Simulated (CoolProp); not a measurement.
Vapour-liquid equilibrium of toluene (1) + p-xylene (2) at 0.218 MPa; x and y are mole fractions of (1).

The numbers come from the multi-fluid Helmholtz-energy mixture model, Lemmon 2006 and Zhou 2012; pair parameters Bell 2016 in CoolProp.

Task: Give the bubble temperature and the first vapour's composition at x = 0.5, 0.65, 0.8. Is there an azeotrope?

Result: x = 0.5: 152.3 °C, y = 0.656; x = 0.65: 148.2 °C, y = 0.780; x = 0.8: 144.5 °C, y = 0.884. No azeotrope shows between x = 0.05 and 0.95.

Pair parameters are fitted to limited data, so mixtures are less certain than the pure fluids.
